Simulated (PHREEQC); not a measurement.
A PHREEQC input (ion-association model, phreeqc.dat):

```
SOLUTION 1
  temp 35
  units mg/L
  pH 6.36 charge
  pe 8.9
  Na 3.8
  K 7
  Ca 2.74
  Mg 0.0524
  Cl 1.26
  S(6) 16.5 as SO4
  Alkalinity 5.37 as HCO3
  Zn 0.006
  F 0.00473
END
USE solution 1
EQUILIBRIUM_PHASES 1
  Gypsum 0 0
  Fluorite 0 0
  CO2(g) -2.5 10
END
```

It stops with these messages:

```
ERROR: pH adustment cannot attain charge balance when alkalinity is fixed.
ERROR: Program terminating due to input errors.
```

The fault: pH asked from the charge balance while alkalinity is fixed. The line should read `pH 6.36` where the input has `pH 6.36 charge`. With the mend the run ends at pH 6.32 and ionic strength 0.000711 mol/kgw.
